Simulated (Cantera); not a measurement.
An isothermal, constant-pressure homogeneous reactor starts with CH₄ : H₂ : H = 0.026 : 1 : 0.053 (molar parts), at 1400 K and 100.0 Torr.

Cantera simulation using GRI-Mech 3.0 (53 species, 325 reactions); the numbers are that mechanism's predictions, not measurements. GRI-Mech 3.0 stops at C3 and has no aromatics, soot or wall deposition, so with more carbon than oxygen in the feed, carbon stays in small species such as C2H2 where larger ones or solid carbon would form.

x: mole fraction; the columns are a selection and need not sum to one.

```csv
t (s),x CH₄,x H₂,x H,x C₂H,x CH₂,x C₂H₄
8.00e-5,0.0202,0.969,0.00711,2.46e-9,?,0.000197
0.000205,0.0219,0.974,0.00255,1.07e-9,?,0.000251
0.000528,0.0226,0.975,0.000942,4.48e-10,?,0.000285
0.00136,0.0228,0.976,0.000358,1.88e-10,?,0.000299
0.00348,0.0229,0.976,0.000139,7.88e-11,?,0.000291
0.00894,0.0229,0.976,5.55e-5,3.36e-11,?,0.000269
0.0230,0.0229,0.976,2.42e-5,1.55e-11,2.02e-10,0.000240
0.0590,0.0229,0.976,1.41e-5,9.64e-12,6.91e-11,0.000203
0.152,0.0229,0.976,1.25e-5,9.19e-12,5.43e-11,0.000154
0.389,0.0229,0.976,1.24e-5,9.77e-12,5.32e-11,0.000107
1.00,0.0228,0.976,1.24e-5,1.02e-11,5.29e-11,9.46e-5
```

Question: What belongs in the gaps?

Answer: 
- 8.00e-5, x CH₂: 4.62e-6
- 0.000205, x CH₂: 1.21e-6
- 0.000528, x CH₂: 2.36e-7
- 0.00136, x CH₂: 3.99e-8
- 0.00348, x CH₂: 6.40e-9
- 0.00894, x CH₂: 1.05e-9
